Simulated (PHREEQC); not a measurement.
Make-up at 20 °C: 7.9e-05 mol CaCl2 and 3.6e-05 mol HCl per kg of water. Closed to the air; pH follows from the charge balance.

Computed with PHREEQC (ion-association model, phreeqc.dat).

This is a speciation only: nothing precipitates in the calculation.

Problem. Predict the pH.

Solution. pH 4.45.
